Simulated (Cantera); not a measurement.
An isothermal, constant-pressure homogeneous reactor starts with H₂ : O₂ : N₂ : H₂O = 0.0099 : 1 : 0.11 : 0.086 (molar parts), equivalence ratio 0.0050, at 1348 K and 0.0132 atm.

Computed with Cantera and the H2/O2 subset of GRI-Mech 3.0, which has no nitrogen chemistry. Radical loss at walls, strong at low pressure, is not modelled.

One state of this run: x H₂ = 5.92e-5; x O₂ = 0.827; x H = 6.04e-5; x OH = 0.00131; x HO₂ = 6.04e-7. x: mole fraction; the columns are a selection and need not sum to one.

Problem. Which value of t (s) does it belong to?
A) 0.208
B) 2.50
C) 0.0600
D) 0.000416

Solution. A, 0.208
